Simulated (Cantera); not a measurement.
Input: 1 mol CH3F, 0.41 mol HCl, at 2325 K and 0.560 bar.

These are equilibrium values from Cantera (NASA tables, ideal gas, pure condensed phases), not measurements of a reactor. Candidate condensed phases: C, C6H6, C7H8, C8H18; 118 gas species. The numbers say what is thermodynamically allowed, not how fast it happens.

Base state: HF 0.412, H2 0.407, HCl 0.166, H 0.00938, Cl 0.00275, C2H2 (acetylene) 0.00199, CH4 1.89e-5, F 1.22e-5 (mole fractions); condensed: C(graphite).

**Question.** What changes in the equilibrium state with this change: temperature from 2325 K to 898.15 K?

**Answer.** 
| species | before | after |
|---|---|---|
| HF | 0.412 | 0.425 |
| H2 | 0.407 | 0.375 |
| HCl | 0.166 | 0.174 |
| CH4 | 1.89e-5 | 0.0252 |
| H | 0.00938 | <1e-9 |
| Cl | 0.00275 | <1e-9 |
| C2H2 (acetylene) | 0.00199 | <1e-9 |
| F | 1.22e-5 | <1e-9 |
| C(graphite), mol | 0.990 | 0.941 |
